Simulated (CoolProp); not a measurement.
Properties of CH3F (R41) along the isotherm 234.7 K.

Values from CoolProp's reference Helmholtz-energy equation of state, Lemmon 2006. It is a short technical equation, of lower accuracy than the large ones.

| p (kPa) | phase | cv (kJ/(kg K)) | speed of sound (m/s) | fugacity coefficient |
|---|---|---|---|---|
| 185 | gas | 0.8438 | 268.3 | 0.9651 |
| 369 | gas | 0.9207 | 261.5 | 0.9305 |
| 554 | gas | 1.011 | 254.0 | 0.8958 |
| 738 | liquid | 1.215 | 852.5 | 0.7319 |
| 923 | liquid | 1.215 | 854.3 | 0.5876 |
| 1110 | liquid | 1.215 | 856.2 | 0.4906 |
| 1290 | liquid | 1.215 | 858.0 | 0.4238 |
| 1480 | liquid | 1.215 | 859.9 | 0.3710 |
| 1660 | liquid | 1.215 | 861.7 | 0.3321 |
| 1850 | liquid | 1.215 | 863.6 | 0.2992 |
| 2030 | liquid | 1.215 | 865.4 | 0.2738 |
| 2210 | liquid | 1.214 | 867.1 | 0.2525 |
| 2400 | liquid | 1.214 | 869.0 | 0.2334 |
| 2580 | liquid | 1.214 | 870.7 | 0.2180 |
| 2770 | liquid | 1.214 | 872.6 | 0.2039 |
| 2950 | liquid | 1.214 | 874.3 | 0.1922 |
